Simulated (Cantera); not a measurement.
A closed system holds: 1 mol B₂O₃, 16 mol F₂, at 1175 K and 0.00650 bar.

Equilibrium computed with Cantera from the NASA thermochemical tables; the gas is ideal and each condensed phase is pure. Candidate condensed phases: B, B₂O₃; 21 gas species. Equilibrium is a limit: real reactors are often held back by kinetics, nucleation or transport.

Base state: F 0.853, BF₃ 0.0695, O₂ 0.0521, F₂ 0.0254 (mole fractions); condensed: gas only.

Q: What changes in the equilibrium state with this change: F₂ from 16 to 0.93 mol?

A: 
```
species       before    after
------------  ------  -------
BF₃           0.0695    0.487
O₂            0.0521    0.420
B₃O₃F₃         <1e-9   0.0623
F              0.853  6.75e-9
BOF            <1e-9   0.0312
F₂            0.0254    <1e-9
BOF₂           <1e-9  6.70e-5
B₂O₃(l), mol       0    0.609
```

Q: What changes in the equilibrium state with this change: F₂ from 16 to 1.6 mol?

A: 
```
species       before    after
------------  ------  -------
BF₃           0.0695    0.487
O₂            0.0521    0.420
B₃O₃F₃         <1e-9   0.0623
F              0.853  6.75e-9
BOF            <1e-9   0.0312
F₂            0.0254    <1e-9
BOF₂           <1e-9  6.70e-5
B₂O₃(l), mol       0    0.328
```
